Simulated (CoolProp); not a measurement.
Properties of carbonyl sulfide along the isobar 1.01 bar (Tc = 378.8 K, pc = 63.69 bar, ω = 0.098).

The numbers come from the reference Helmholtz-energy equation of state, Lemmon 2006 in CoolProp. It is a short technical equation, of lower accuracy than the large ones.

```tsv
T (K)	phase	Z	speed of sound (m/s)	Joule-Thomson coefficient (K/MPa)	fugacity coefficient
251.5	gas	0.9810	207.9	31.76	0.9813
278.1	gas	0.9862	___	24.12	0.9864
304.7	gas	0.9896	227.9	19.04	0.9897
331.3	gas	0.9920	237.1	15.48	0.9920
357.9	gas	0.9937	245.9	12.88	0.9937
384.5	gas	0.9949	254.5	___	0.9949
411.1	gas	0.9959	262.7	9.418	0.9959
437.7	gas	0.9966	270.6	8.218	0.9966
464.4	gas	0.9972	278.4	7.242	0.9972
491	gas	0.9977	285.9	6.441	0.9977
517.6	gas	0.9981	293.2	___	0.9981
544.2	gas	0.9984	300.3	5.200	0.9984
```

### Question
Complete the blanks.

### Answer

- 278.1, speed of sound (m/s): 218.2
- 384.5, Joule-Thomson coefficient (K/MPa): 10.93
- 517.6, Joule-Thomson coefficient (K/MPa): 5.769
